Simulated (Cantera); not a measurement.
Feed: 1 mol FeS2, 0.57 mol SO3, 0.051 mol O2, equilibrated at 39.0 mbar.

Equilibrium computed with Cantera from the NASA thermochemical tables; the gas is ideal and each condensed phase is pure. Candidate condensed phases: Fe, FeO, FeS, FeSO4, FeS2, Fe2O3, Fe2(SO4)3, Fe3O4, S; 12 gas species. FeS: taken at fixed stoichiometry. Gases not in the tables: S3 to S7. The numbers say what is thermodynamically allowed, not how fast it happens.

Task: Which condensed phases are stable at each of these points (T (K)): 673, 723, 773, 823, 873, 923, 973, 1023, 1073, 1123?

Result: 
```
T (K)    condensed phases  Fe condensed (%)
-----  ------------------  ----------------
673    FeS2(s) + Fe3O4(s)             100.0
723    FeS2(s) + Fe3O4(s)             100.0
773    FeS2(s) + Fe3O4(s)             100.0
823    FeS2(s) + Fe3O4(s)             100.0
873      FeS(s) + FeS2(s)             100.0
923                FeS(s)             100.0
973                FeS(s)             100.0
1023               FeS(s)             100.0
1073               FeS(s)             100.0
1123               FeS(s)             100.0
```

From 673 K to 823 K the condensed part is FeS2(s) + Fe3O4(s). At 873 K the condensed part is FeS(s) + FeS2(s). From 923 K to 1123 K the condensed part is FeS(s).
